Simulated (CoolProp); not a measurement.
A simple Rankine cycle with hydrogen sulfide: condensing at 305.15 K, boiler at 7.34 MPa, turbine inlet 401.3 K, turbine efficiency 0.75, pump efficiency 0.6, no recuperator. Each further row changes one setting.

Values from CoolProp's reference Helmholtz-energy equation of state, Lemmon 2006. It is a short technical equation, of lower accuracy than the large ones.

```csv
case,thermal efficiency (%),net work (kJ/kg),heat in (kJ/kg),turbine exit temperature (K),volume ratio over the turbine
as stated,9.6,42.9,449,308.9,2.58
turbine inlet 421.3 K,10.2,49.3,483,328.1,2.57
condensing temperature 297.15 K,10.8,50.5,467,297.1,(withheld)
boiler pressure 5.14 MPa,7.6,36.8,486,339.8,1.91
turbine efficiency 0.65,8.0,(withheld),449,313.8,(withheld)
```

Complete the blanks.


- condensing temperature 297.15 K, volume ratio over the turbine: 3.06
- turbine efficiency 0.65, net work (kJ/kg): 35.8
- turbine efficiency 0.65, volume ratio over the turbine: 2.66

The expansion ends wet for: condensing temperature 297.15 K.
